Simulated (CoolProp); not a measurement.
Saturation properties of R1234ze(E).

Values from CoolProp's reference Helmholtz-energy equation of state, Thol 2016.

| T (°C) | p (MPa) | vapour Z | surface tension (mN/m) | liquid viscosity (µPa s) |
|---|---|---|---|---|
| -21.75 | ___ | 0.9617 | 16.4 | ___ |
| -14.05 | 0.1249 | 0.9514 | 15.0 | 308 |
| -6.35 | ___ | 0.9395 | 13.7 | 278 |
| 1.35 | 0.2275 | 0.9257 | 12.4 | ___ |
| 9.05 | 0.2985 | 0.9101 | ___ | ___ |
| 16.75 | 0.3854 | 0.8925 | 10.1 | 208 |
| 24.55 | 0.4918 | 0.8725 | 8.99 | 189 |
| 32.25 | 0.6172 | 0.8506 | 7.94 | ___ |

Task: Complete the blanks.

Result: 
- -21.75, p (MPa): 0.08964
- -21.75, liquid viscosity (µPa s): 342
- -6.35, p (MPa): 0.1703
- 1.35, liquid viscosity (µPa s): 252
- 9.05, surface tension (mN/m): 11.2
- 9.05, liquid viscosity (µPa s): 229
- 32.25, liquid viscosity (µPa s): 172

It boils at -19.0 °C under 1 atm.

Viscosity comes from a separate model (Bell 2016), an estimate that may be off by 10 % or more. Surface tension comes from a separate correlation (Mulero 2014).
